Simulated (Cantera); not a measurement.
A freely propagating, adiabatic, planar premixed flame of 12.0 % CH4, 18.5 % O2, 69.5 % N2, equivalence ratio 1.3, unburnt at 625 K and 100000 Pa; mixture-averaged transport, grid criteria slope 0.08 and curve 0.16, no radiation.

Model: GRI-Mech 3.0 (53 species, 325 reactions), integrated in Cantera. Burning velocities carry a grid error of a few per cent, more on coarse grids.

x: mole fraction of selected species; z is measured from the peak of heat release.

| z (mm) | T (K) | u (m/s) | x CH4 | x O2 | x H | x OH | x NO | x C2H4 |
|---|---|---|---|---|---|---|---|---|
| -1.10 | 625 | 1.11 | 0.120 | 0.185 | <1e-8 | <1e-8 | <1e-8 | 6.14e-8 |
| -0.736 | 628 | 1.12 | 0.119 | 0.184 | <1e-8 | <1e-8 | … | 8.54e-7 |
| -0.552 | 641 | 1.15 | 0.117 | 0.182 | 1.93e-8 | 2.68e-8 | … | 6.09e-6 |
| -0.368 | 729 | 1.32 | 0.110 | 0.174 | 2.45e-6 | 1.14e-6 | … | 7.20e-5 |
| -0.184 | 1163 | 2.15 | 0.0748 | 0.135 | 0.000135 | 3.61e-5 | … | 0.000714 |
| -0.0920 | 1560 | 2.93 | 0.0406 | 0.0912 | 0.000891 | 0.000306 | … | 0.00138 |
| 0 | 1912 | 3.63 | 0.0111 | 0.0440 | 0.00372 | 0.00160 | … | 0.000832 |
| 0.0920 | 2081 | 3.96 | 0.00138 | 0.0165 | 0.00750 | 0.00386 | … | 8.96e-5 |
| 0.184 | 2129 | 4.04 | 0.000115 | 0.00640 | 0.00971 | 0.00527 | … | 2.70e-6 |
| 0.368 | 2153 | 4.07 | 9.03e-7 | 0.00223 | 0.0104 | 0.00566 | … | <1e-8 |
| 0.736 | 2176 | 4.11 | <1e-8 | 0.00144 | 0.00935 | 0.00520 | 9.92e-5 | <1e-8 |
| 1.47 | 2205 | 4.15 | <1e-8 | 0.000986 | 0.00753 | 0.00443 | 0.000105 | <1e-8 |
| 2.94 | 2235 | 4.20 | <1e-8 | 0.000566 | 0.00549 | 0.00344 | 0.000111 | <1e-8 |

Complete the blanks.


- -0.736, x NO: 1.52e-8
- -0.552, x NO: 8.56e-8
- -0.368, x NO: 7.74e-7
- -0.184, x NO: 6.45e-6
- -0.0920, x NO: 1.42e-5
- 0, x NO: 2.79e-5
- 0.0920, x NO: 4.87e-5
- 0.184, x NO: 6.86e-5
- 0.368, x NO: 8.86e-5
